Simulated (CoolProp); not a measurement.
Vapour-liquid equilibrium of R142b (1) + R113 (2) at 11.75 °C; x and y are mole fractions of (1).

The numbers come from the multi-fluid Helmholtz-energy mixture model, Lemmon 2006 and Marx 1992; pair parameters Bell 2016 in CoolProp.

Question: Give the bubble pressure and the first vapour's composition at x = 0.2, 0.65, 0.8. Is there an azeotrope?

Answer: x = 0.2: 0.7532 bar, y = 0.714; x = 0.65: 1.595 bar, y = 0.928; x = 0.8: 1.845 bar, y = 0.960. No azeotrope shows between x = 0.05 and 0.95.

The pair parameters rest on a limited set of measurements; away from them the model extrapolates.
